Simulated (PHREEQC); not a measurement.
Polishing slurry liquid: an equilibrium model

A solution holds 0.17 mol H2SO4 and 0.0017 mol Al(NO3)3 per kg of water, at 25 °C. Closed to the air; pH follows from the charge balance.

All values are PHREEQC results (ion-association model, phreeqc.dat), not measurements.

Each row changes one thing in this solution. Precipitation was switched off in this run.

```tsv
case	pH	ionic strength (mol/kgw)	HSO4- (mol/kgw)	SO4-2 (mol/kgw)	AlSO4+ (mol/kgw)	Al+3 (mol/kgw)	SI of Gibbsite (Al(OH)3)
as made	0.81	0.225	0.143	0.0250	0.00112	0.000293	-10.14
diluted 5-fold with water	1.42	0.0570	0.0226	0.0111	0.000244	5.61e-5	-8.76
0.013 mol/kgw NaOH added	0.83	0.227	0.141	0.0263	0.00112	0.000282	-10.08
H2SO4 from 0.17 to 0.034 mol/kgw	1.41	0.0598	(withheld)	0.0106	0.00121	0.000300	-8.06
Al(NO3)3 from 0.0017 to 0.0034 mol/kgw	0.80	0.229	0.142	0.0248	0.00224	0.000600	(withheld)
Al(NO3)3 replaced by Al2(SO4)3 at the same molality	0.81	0.226	(withheld)	0.0259	0.00224	0.000570	-9.83
```

Complete the blanks.


- H2SO4 from 0.17 to 0.034 mol/kgw, HSO4- (mol/kgw): 0.0218
- Al(NO3)3 from 0.0017 to 0.0034 mol/kgw, SI of Gibbsite (Al(OH)3): -9.84
- Al(NO3)3 replaced by Al2(SO4)3 at the same molality, HSO4- (mol/kgw): 0.146
